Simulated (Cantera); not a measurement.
A closed system holds: 1 mol SiHCl3, 17 mol N2, held at 0.270 bar.

Equilibrium computed with Cantera from the NASA thermochemical tables; the gas is ideal and each condensed phase is pure. Candidate condensed phases: NH4Cl, Si, Si3N4; 28 gas species. N2 is the only nitrogen source here; it is nearly inert below about 1500 K, so the nitride shown seldom forms there in practice. The tables' values for SiCl3 are old estimates; treat these amounts as uncertain. Equilibrium is a limit: real reactors are often held back by kinetics, nucleation or transport. All values below are at 1223 K.

Base state: N2 0.919, HCl 0.0468, SiCl4 0.0292, H2 0.00407, SiCl3 0.000425, SiHCl3 7.84e-5, SiCl2 4.94e-5 (mole fractions); condensed: Si3N4(s).

### Question
What changes in the equilibrium state with this change: pressure from 0.270 bar to 5.20 mbar?

### Answer
```
species          before    after
-------------  --------  -------
N2                0.919    0.918
HCl              0.0468   0.0499
SiCl4            0.0292   0.0265
SiCl2           4.94e-5  0.00127
SiCl3          0.000425  0.00205
SiHCl3          7.84e-5  4.12e-5
H2              0.00407  0.00251
Si3N4(s), mol     0.153    0.152
```
